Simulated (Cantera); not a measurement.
**Ammonia decomposition in nitride growth gas**

An isothermal, constant-pressure homogeneous reactor starts with NH₃ : H₂ = 1 : 0.92 (molar parts), at 2273 K and 7.50 Torr.

Computed with Cantera and the gas-phase N/H chemistry of the illustrative SiF4/NH3 mechanism in the Surface Chemkin manual (1991). Walls and surfaces, which speed up NH3 decomposition in real reactors, are not modelled.

```tsv
t (s)	x NH₃	x H₂	x NH	x H	x N₂H₂	x N₂H₄
8.00e-5	0.521	0.479	6.83e-8	2.90e-5	2.71e-9	5.40e-12
0.000187	0.521	0.479	4.99e-7	6.54e-5	2.16e-8	3.08e-11
0.000437	0.520	0.479	3.06e-6	0.000150	1.68e-7	1.69e-10
0.00102	0.519	0.479	1.63e-5	0.000340	1.34e-6	8.87e-10
0.00239	0.516	0.480	6.32e-5	0.000693	8.37e-6	3.61e-9
0.00559	0.506	0.486	0.000101	0.000912	1.59e-5	5.84e-9
0.0131	0.481	0.503	0.000102	0.000965	1.51e-5	5.53e-9
0.0306	0.428	0.539	9.88e-5	0.00107	1.29e-5	4.68e-9
0.0715	0.332	0.604	9.22e-5	0.00128	9.24e-6	3.25e-9
0.167	0.194	0.696	7.78e-5	0.00173	4.71e-6	1.53e-9
0.391	0.0657	0.782	5.33e-5	0.00269	1.31e-6	3.38e-10
0.914	0.00557	0.819	2.47e-5	0.00649	9.63e-8	1.28e-11
2.14	9.05e-6	0.799	1.09e-6	0.0327	2.01e-11	<1e-12
5.00	1.73e-7	0.769	9.08e-8	0.0659	<1e-12	<1e-12
```
x: mole fraction; the columns are a selection and need not sum to one.

Equilibrium at this temperature and pressure: NH₃ 3.65e-8, H₂ 0.761, NH 2.45e-8, H 0.0738, N₂H₂ <1e-12, N₂H₄ <1e-12 (gas phase only).
